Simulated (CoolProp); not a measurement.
Model: reference Helmholtz-energy equation of state, Zhou 2011, in CoolProp.

**Question.** Give the vapour pressure (bar), enthalpy of vaporisation (kJ/kg), liquid cp (kJ/(kg K)) of saturated dimethyl carbonate at 315.3, 351.5, 369.5 K.

**Answer.** 
```json
[
 {"T (K)": "315.3", "p (bar)": "0.165", "enthalpy of vaporisation (kJ/kg)": "408", "liquid cp (kJ/(kg K))": "1.86"},
 {"T (K)": "351.5", "p (bar)": "0.686", "enthalpy of vaporisation (kJ/kg)": "384", "liquid cp (kJ/(kg K))": "1.93"},
 {"T (K)": "369.5", "p (bar)": "1.23", "enthalpy of vaporisation (kJ/kg)": "371", "liquid cp (kJ/(kg K))": "1.97"}
]
```
